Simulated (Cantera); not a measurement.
# Equilibrium for thermal oxidation and active oxidation of silicon: Si + CO₂ + N₂

Input: 1 mol Si, 0.012 mol CO₂, 250 mol N₂, equilibrated at 0.0100 bar.

Equilibrium computed with Cantera from the NASA thermochemical tables; the gas is ideal and each condensed phase is pure. Candidate condensed phases: C, Si, SiC, SiO₂, Si₂N₂O, Si₃N₄; 34 gas species. N₂ is the only nitrogen source here; it is nearly inert below about 1500 K, so the nitride shown seldom forms there in practice. Mutual solubility and eutectic melting of coexisting phases are not modelled. The tables' values for SiN are old estimates; treat these amounts as uncertain. Equilibrium is a limit: real reactors are often held back by kinetics, nucleation or transport.

```json
[
 {"T (K)": "950", "log p N₂": "-2.00", "log p Si": "<-14", "log p SiO": "<-14", "log p CO": "-11.36", "log p Si₂N": "<-14", "n C(graphite)": "0.0120", "n Si₂N₂O(s)": "0.0240", "n Si₃N₄(s)": "0.317", "n SiC(s)": "0", "n Si(l)": "0"},
 {"T (K)": "1100", "log p N₂": "-2.00", "log p Si": "<-14", "log p SiO": "<-14", "log p CO": "-8.88", "log p Si₂N": "<-14", "n C(graphite)": "0.0120", "n Si₂N₂O(s)": "0.0240", "n Si₃N₄(s)": "0.317", "n SiC(s)": "0", "n Si(l)": "0"},
 {"T (K)": "1250", "log p N₂": "-2.00", "log p Si": "<-14", "log p SiO": "-10.88", "log p CO": "-7.00", "log p Si₂N": "<-14", "n C(graphite)": "0.00951", "n Si₂N₂O(s)": "0.0215", "n Si₃N₄(s)": "0.319", "n SiC(s)": "0", "n Si(l)": "0"},
 {"T (K)": "1400", "log p N₂": "-2.00", "log p Si": "-11.25", "log p SiO": "-8.28", "log p CO": "-6.32", "log p Si₂N": "-13.98", "n C(graphite)": "0", "n Si₂N₂O(s)": "0.0119", "n Si₃N₄(s)": "0.325", "n SiC(s)": "0", "n Si(l)": "0"},
 {"T (K)": "1550", "log p N₂": "-2.00", "log p Si": "-8.75", "log p SiO": "-6.32", "log p CO": "-6.32", "log p Si₂N": "-10.81", "n C(graphite)": "0", "n Si₂N₂O(s)": "0", "n Si₃N₄(s)": "0.329", "n SiC(s)": "0", "n Si(l)": "0"},
 {"T (K)": "1700", "log p N₂": "-2.00", "log p Si": "-6.71", "log p SiO": "-6.23", "log p CO": "-6.43", "log p Si₂N": "-8.21", "n C(graphite)": "0", "n Si₂N₂O(s)": "0", "n Si₃N₄(s)": "0.326", "n SiC(s)": "0.00260", "n Si(l)": "0"},
 {"T (K)": "1850", "log p N₂": "-2.00", "log p Si": "-5.19", "log p SiO": "-6.08", "log p CO": "-6.92", "log p Si₂N": "-6.42", "n C(graphite)": "0", "n Si₂N₂O(s)": "0", "n Si₃N₄(s)": "0", "n SiC(s)": "0.00679", "n Si(l)": "0.778"}
]
```
log p: log10 of the partial pressure in bar; n: condensed amount in mol.

From 950 K to 1250 K the condensed part is C(graphite) + Si₂N₂O(s) + Si₃N₄(s). At 1400 K the condensed part is Si₂N₂O(s) + Si₃N₄(s). At 1550 K the condensed part is Si₃N₄(s). At 1700 K the condensed part is SiC(s) + Si₃N₄(s). At 1850 K the condensed part is Si(l) + SiC(s).
